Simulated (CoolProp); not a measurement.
Properties of R1233zd(E) along the isobar 52.3 bar.

Values from CoolProp's reference Helmholtz-energy equation of state, Akasaka 2022.

```tsv
T (K)	phase	density (kg/m³)	cp (kJ/(kg K))	cv (kJ/(kg K))	speed of sound (m/s)	fugacity coefficient
386.4	liquid	1041	1.384	0.9303	412.0	0.2432
391.7	liquid	1023	1.404	0.9365	392.9	0.2647
397	liquid	1004	1.426	0.9428	(withheld)	(withheld)
402.3	liquid	984.6	1.450	0.9492	353.9	0.3101
407.6	liquid	963.7	1.478	0.9557	333.9	0.3339
412.9	liquid	941.4	1.510	0.9624	313.6	0.3584
418.2	liquid	917.7	1.548	0.9693	292.9	0.3834
423.5	liquid	(withheld)	1.594	0.9766	(withheld)	0.4089
428.8	liquid	863.8	1.651	0.9844	249.6	0.4346
434.1	liquid	832.4	1.725	(withheld)	227.0	0.4606
439.4	supercritical	796.8	1.826	1.002	203.5	0.4865
444.7	supercritical	755.0	1.969	1.013	(withheld)	0.5122
450	supercritical	704.4	2.184	1.025	155.1	0.5375
```

**Question.** What belongs in the gaps?

**Answer.** 
- 397, speed of sound (m/s): 373.5
- 397, fugacity coefficient: 0.2870
- 423.5, density (kg/m³): 891.9
- 423.5, speed of sound (m/s): 271.6
- 434.1, cv (kJ/(kg K)): 0.9927
- 444.7, speed of sound (m/s): 179.4
